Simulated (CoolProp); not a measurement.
Vapour pressure (MPa) of carbon monoxide: the reference equation beside estimates from Tc = 132.9 K, pc = 3.498 MPa, ω = 0.050. Clausius-Clapeyron is anchored at 99.1 K with a constant enthalpy of vaporisation of 5.211 kJ/mol.

Model: reference Helmholtz-energy equation of state, Lemmon 2006, in CoolProp. It is a short technical equation, of lower accuracy than the large ones.

| T (K) | reference | Clausius-Clapeyron | van der Waals | Redlich-Kwong | Peng-Robinson |
|---|---|---|---|---|---|
| 87.5 | 0.1881 | 0.2201 | 0.5100 | 0.1788 | 0.1898 |
| 89.8 | 0.2342 | 0.2644 | 0.5851 | 0.2260 | 0.2357 |
| 92.1 | 0.2881 | 0.3148 | 0.6671 | 0.2816 | 0.2895 |
| 94.5 | 0.3537 | 0.3741 | 0.7604 | 0.3495 | 0.3549 |
| 96.8 | 0.4262 | 0.4380 | 0.8574 | 0.4250 | 0.4273 |
| 99.1 | 0.5090 | 0.5090 | 0.9621 | 0.5114 | 0.5100 |
| 101.5 | 0.6073 | 0.5911 | 1.080 | 0.6141 | 0.6083 |
| 103.8 | 0.7136 | 0.6778 | 1.201 | 0.7252 | 0.7148 |
| 106.1 | 0.8328 | 0.7725 | 1.330 | 0.8496 | 0.8343 |
| 108.5 | 0.9718 | 0.8804 | 1.474 | 0.9943 | 0.9738 |
| 110.8 | 1.120 | 0.9925 | 1.621 | 1.148 | 1.123 |
| 113.2 | 1.291 | 1.119 | 1.784 | 1.325 | 1.295 |
| 115.5 | 1.471 | 1.249 | 1.949 | 1.511 | 1.477 |

Absolute difference from the reference over all 13 rows, mean and median: Clausius-Clapeyron 8.6 and 9.3 %, van der Waals 87.0 and 77.8 %, Redlich-Kwong 2.1 and 2.3 %, Peng-Robinson 0.3 and 0.3 %.
